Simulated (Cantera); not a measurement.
A perfectly stirred reactor is fed with H2 : O2 : N2 = 0.77 : 1 : 8.2 (molar parts), equivalence ratio 0.39, at 0.170 bar; it is held at 875 K, and followed from long to short residence time.

Computed with Cantera and GRI-Mech 3.0 (53 species, 325 reactions). Below about 950 K walls govern HO2 and H2O2 in real vessels. The temperature is held fixed by assumption; the heat of reaction is taken as removed at once.

x: mole fraction; the columns are a selection and need not sum to one.

| τ (s) | x H2 | x O2 | x H2O | x O | x H | x NO |
|---|---|---|---|---|---|---|
| 3.7 | 0.00280 | 0.0655 | 0.0774 | 5.15e-6 | 2.82e-6 | 1.00e-9 |
| 1.1 | … | 0.0659 | 0.0764 | … | … | … |
| 0.31 | 0.00560 | 0.0668 | 0.0745 | 3.17e-5 | 3.22e-5 | 5.63e-9 |
| 0.092 | 0.00877 | 0.0682 | 0.0711 | 6.75e-5 | 0.000103 | 1.14e-8 |
| 0.027 | … | 0.0708 | … | … | … | … |
| 0.0078 | 0.0233 | 0.0751 | 0.0554 | 0.000257 | 0.000921 | 3.26e-8 |
| 0.0023 | 0.0375 | 0.0818 | 0.0400 | 0.000430 | 0.00217 | 3.75e-8 |

Q: Some entries are withheld; supply them.

A: 
- 1.1, x H2: 0.00374
- 1.1, x O: 1.32e-5
- 1.1, x H: 9.34e-6
- 1.1, x NO: 2.43e-9
- 0.027, x H2: 0.0142
- 0.027, x H2O: 0.0653
- 0.027, x O: 0.000136
- 0.027, x H: 0.000319
- 0.027, x NO: 2.08e-8
